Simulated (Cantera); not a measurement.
Feed: 1 mol PbO, 2.5 mol CO, 0.48 mol H₂, held at 1173 K and 0.0100 bar.

Cantera equilibrium calculation (NASA polynomials, part measured and part estimated; ideal gas, pure solids and liquids). Candidate condensed phases: C, C₆H₆, C₇H₈, C₈H₁₈, H₂O, Pb, PbO, PbO₂, Pb₃O₄; 113 gas species. Rates play no part.

Base state: CO 0.541, CO₂ 0.263, H₂ 0.0954, H₂O 0.0589, Pb 0.0422 (mole fractions); condensed: Pb(l).

**Question.** What changes in the equilibrium state with this change: temperature from 1173 K to 1598.15 K?

**Answer.** 
```csv
species,before,after
CO,0.541,0.444
Pb,0.0422,0.251
CO₂,0.263,0.184
H₂,0.0954,0.0537
H₂O,0.0589,0.0668
PbO,6.33e-7,0.000220
H,3.64e-7,0.000124
"Pb(l), mol",0.869,0
```
